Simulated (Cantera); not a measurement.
A closed system holds: 1 mol Si3N4, 2.6 mol O2, 8 mol N2, at 27.0 Torr.

Cantera equilibrium calculation (NASA polynomials, part measured and part estimated; ideal gas, pure solids and liquids). Candidate condensed phases: Si, SiO2, Si2N2O, Si3N4; 16 gas species. The tables hold silica as quartz up to 1696 K and as liquid above; real silica turns to tridymite and cristobalite and melts near 1996 K. Equilibrium is a limit: real reactors are often held back by kinetics, nucleation or transport. All values below are at 1950 K.

Base state: N2 0.926, SiO 0.0741 (mole fractions); condensed: SiO2(condensed).

### Question
What changes in the equilibrium state with this change: 0.2 mol Cl2 added?

### Answer
```json
[
 {"species": "N2", "before": "0.926", "after": "0.914"},
 {"species": "SiO", "before": "0.0741", "after": "0.0588"},
 {"species": "Cl", "before": "0", "after": "0.0201"},
 {"species": "SiCl2", "before": "0", "after": "0.00550"},
 {"species": "SiCl3", "before": "0", "after": "0.00128"},
 {"species": "SiCl4", "before": "0", "after": "0.000370"},
 {"species": "SiO2(condensed), mol", "before": "2.20", "after": "2.28"}
]
```
The tables' values for SiCl3 are old estimates; treat these amounts as uncertain.

### Question
What changes in the equilibrium state with this change: Si3N4 replaced by SiC?

### Answer
```
species                before     after
--------------------  -------  --------
N2                      0.926     0.830
CO2                         0     0.102
O2                      <1e-9    0.0612
SiO                    0.0741   3.74e-6
CO                          0   0.00187
O                     2.97e-8  0.000589
NO                    1.97e-7   0.00369
SiO2(condensed), mol     2.20     1.000
```
Further candidate phases: C, SiC.
